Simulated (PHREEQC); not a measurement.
1.2 g of hydrous ferric oxide (600 m²/g; 0.2 weak and 0.005 strong sites per Fe, Dzombak-Morel constants, diffuse double layer) in 1 kg of water with 0.1 mol/kgw of an inert sodium salt and 2.4e-05 mol ZnCl2 and 0.00012 mol CuCl2, at 25 °C; the pH is set by adding NaOH or the inert anion's acid. O2 is buffered at 0.21 atm. No CO2 enters from the air. No solid was allowed to form.

Base run: PHREEQC, ion-association model, wateq4f.dat. Each further column changes one thing. The table gives Cu sorbed (%).

```tsv
pH	base	no electrostatic term (-no_edl)	background salt from 0.1 to 0.01 mol/kgw	oxide from 1.2 to 6 g/kgw	0.009 mol/kgw NiCl2 added
4	9.1	10.2	10.2	33.7	___
4.5	36.6	42.0	37.0	79.4	33.3
5	74.0	___	73.0	96.6	67.7
6	99.1	99.7	99.1	99.9	98.0
6.5	99.9	100.0	99.9	100.0	99.2
7	100.0	100.0	100.0	100.0	99.2
7.5	100.0	100.0	100.0	100.0	97.1
8.5	100.0	99.9	100.0	100.0	32.1
9	100.0	99.7	100.0	100.0	___
9.5	99.9	98.2	100.0	100.0	0.7
10	99.9	___	100.0	100.0	0.2
11	99.7	14.6	99.9	100.0	0.3
11.5	99.0	2.3	___	99.9	0.5
12	95.6	0.2	99.3	99.7	1.1
```

Task: Complete the blanks.

Result: 
- 4, 0.009 mol/kgw NiCl2 added: 8.4
- 5, no electrostatic term (-no_edl): 81.9
- 9, 0.009 mol/kgw NiCl2 added: 4.9
- 10, no electrostatic term (-no_edl): 86.9
- 11.5, background salt from 0.1 to 0.01 mol/kgw: 99.8

The database's constant for dissolved Cu(OH)2 is higher than later reviews accept. In at least one series the solution becomes supersaturated in solids that the run did not let form, among them Cu(OH)2, Zn(OH)2-e.
